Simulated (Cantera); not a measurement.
A closed system holds: 1 mol SiO2, 4.3 mol CH4, 0.012 mol CO, 0.31 mol C, at 1927 °C and 101000 Pa.

These are equilibrium values from Cantera (NASA tables, ideal gas, pure condensed phases), not measurements of a reactor. Candidate condensed phases: C, C6H6, C7H8, C8H18, H2O, Si, SiC, SiO2; 123 gas species. Gases not in the tables: Si2H6 and higher silanes. Equilibrium is a limit: real reactors are often held back by kinetics, nucleation or transport.

Base state: H2 0.803, CO 0.186, H 0.00502, SiO 0.00264, C2H2 (acetylene) 0.00206, CH4 0.000172, Si 3.91e-5, SiH2 2.57e-5 (mole fractions); condensed: C(graphite) + SiC(s).

What changes in the equilibrium state with this change: temperature from 1927 °C to 850 °C?


| species | before | after |
|---|---|---|
| H2 | 0.803 | 0.971 |
| CH4 | 0.000172 | 0.0280 |
| CO | 0.186 | 0.00135 |
| SiO | 0.00264 | <1e-9 |
| H | 0.00502 | 4.18e-8 |
| C2H2 (acetylene) | 0.00206 | 2.14e-8 |
| Si | 3.91e-5 | <1e-9 |
| SiH2 | 2.57e-5 | <1e-9 |
| C(graphite), mol | 1.62 | 4.38 |
| SiC(s), mol | 0.971 | 0 |
| SiO2(β-quartz), mol | 0 | 1.00 |

What changes in the equilibrium state with this change: temperature from 1927 °C to 1350 °C?


```json
[
 {"species": "H2", "before": "0.803", "after": "0.862"},
 {"species": "CO", "before": "0.186", "after": "0.136"},
 {"species": "CH4", "before": "0.000172", "after": "0.00112"},
 {"species": "H", "before": "0.00502", "after": "6.37e-5"},
 {"species": "SiO", "before": "0.00264", "after": "0.000430"},
 {"species": "Si", "before": "3.91e-5", "after": "1.75e-9"},
 {"species": "SiH", "before": "1.56e-5", "after": "3.29e-9"},
 {"species": "C(graphite), mol", "before": "1.62", "after": "2.58"},
 {"species": "SiC(s), mol", "before": "0.971", "after": "0.670"},
 {"species": "SiO2(β-quartz), mol", "before": "0", "after": "0.325"}
]
```
Mutual solubility and eutectic melting of coexisting phases are not modelled. The tables hold silica as quartz up to 1696 K and as liquid above; real silica turns to tridymite and cristobalite and melts near 1996 K.

What changes in the equilibrium state with this change: temperature from 1927 °C to 2077 °C?


```json
[
 {"species": "H2", "before": "0.803", "after": "0.795"},
 {"species": "CO", "before": "0.186", "after": "0.185"},
 {"species": "H", "before": "0.00502", "after": "0.0111"},
 {"species": "C2H2 (acetylene)", "before": "0.00206", "after": "0.00439"},
 {"species": "SiO", "before": "0.00264", "after": "0.00342"},
 {"species": "SiC2", "before": "3.75e-6", "after": "3.81e-5"},
 {"species": "Si2C", "before": "2.29e-6", "after": "2.21e-5"},
 {"species": "Si", "before": "3.91e-5", "after": "0.000233"},
 {"species": "SiH", "before": "1.56e-5", "after": "7.05e-5"},
 {"species": "SiH2", "before": "2.57e-5", "after": "7.53e-5"},
 {"species": "C(graphite), mol", "before": "1.62", "after": "1.59"},
 {"species": "SiC(s), mol", "before": "0.971", "after": "0.959"}
]
```
